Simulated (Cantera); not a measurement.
## Thermodynamics of tantalum, niobium, vanadium and zirconium in process gases, feed Ta + H2O + H2

Input: 1 mol Ta, a varied amount of H2O, 2.8 mol H2, at 1330 Pa.

Cantera equilibrium calculation (NASA polynomials, part measured and part estimated; ideal gas, pure solids and liquids). Candidate condensed phases: H2O, Ta, Ta2O5; 12 gas species. Mutual solubility and eutectic melting of coexisting phases are not modelled. Condensed phases not in the tables: N, O or C dissolved in the metal. Equilibrium is a limit: real reactors are often held back by kinetics, nucleation or transport.

### Question
Map the stable condensed phases over T = 1575, 1650, 1725, 1800, 1875, 1950, 2025, 2100, 2175, 2250, 2325, 2400, 2475, 2550 °C and n(H2O) in mol = 0.47, 0.91, 1.8, 3.4, 6.6, 13, 25.

### Answer
```
T in °C \ n(H2O) in mol
         0.47 0.91  1.8  3.4  6.6   13   25
   2550     A    A    B    B    B    B    B
   2475     A    A    B    C    C    C    B
   2400     A    A    B    C    C    C    C
   2325     A    A    D    C    C    C    C
   2250     A    D    D    C    C    C    C
   2175     D    D    D    C    C    C    C
   2100     D    D    D    C    C    C    C
   2025     D    D    D    C    C    C    C
   1950     D    D    D    C    C    C    C
   1875     D    D    D    C    C    C    C
   1800     D    D    D    C    C    C    C
   1725     D    D    D    C    C    C    C
   1650     D    D    D    C    C    C    C
   1575     D    D    D    C    C    C    C
```
A: Ta; B: gas only; C: Ta2O5; D: Ta + Ta2O5.
